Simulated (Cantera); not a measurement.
Mixture: H₂ : O₂ : N₂ = 1 : 0.357 : 1.34 (molar parts), equivalence ratio 1.4, at 9.87 atm, adiabatic and at constant volume. Ignition delay is the time to a rise of 400 K.

Computed with Cantera and GRI-Mech 3.0 (53 species, 325 reactions). The hydrogen kinetics of GRI-Mech 3.0 are dated; newer H2 mechanisms differ, most at raised pressure. Where the delays flatten at high temperature, the 400 K rule measures the pace of heat release, not the induction time.

Problem. What does this change do: pressure from 9.87 atm to 11.8 atm?

Solution. 
```json
[
 {"quantity": "delay at 1150 K", "before": "0.230 ms", "after": "0.249 ms"},
 {"quantity": "delay at 1300 K", "before": "5.11 µs", "after": "5.59 µs"},
 {"quantity": "delay at 1450 K", "before": "1.76 µs", "after": "1.54 µs"},
 {"quantity": "delay at 1600 K", "before": "1.00 µs", "after": "0.845 µs"},
 {"quantity": "delay at 1750 K", "before": "0.680 µs", "after": "0.563 µs"}
]
```
The pressure lies above the range GRI-Mech 3.0 was tuned for (to about 10 atm).

Problem. What does this change do: N2 1.34 to 0.9 parts?

Solution. 
| quantity | before | after |
|---|---|---|
| delay at 1150 K | 0.230 ms | 0.206 ms |
| delay at 1300 K | 5.11 µs | 4.40 µs |
| delay at 1450 K | 1.76 µs | 1.46 µs |
| delay at 1600 K | 1.00 µs | 0.822 µs |
| delay at 1750 K | 0.680 µs | 0.551 µs |
